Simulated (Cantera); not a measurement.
Charge: 1 mol Al, 1.3 mol NH3, 110 mol H2, at 78000 Pa.

These are equilibrium values from Cantera (NASA tables, ideal gas, pure condensed phases), not measurements of a reactor. Candidate condensed phases: Al, AlN; 13 gas species. Equilibrium is a limit: real reactors are often held back by kinetics, nucleation or transport.

### Question
What share of the Al ends up in condensed phases as a function of T (K), at 2048, 2073, 2098, 2123, 2148, 2173, 2198, 2223?

### Answer
| T (K) | Al condensed (%) | as |
|---|---|---|
| 2048 | 79.1 | AlN(s) |
| 2073 | 70.0 | AlN(s) |
| 2098 | 58.0 | AlN(s) |
| 2123 | 42.1 | AlN(s) |
| 2148 | 21.4 | AlN(s) |
| 2173 | 0.0 | - |
| 2198 | 0.0 | - |
| 2223 | 0.0 | - |
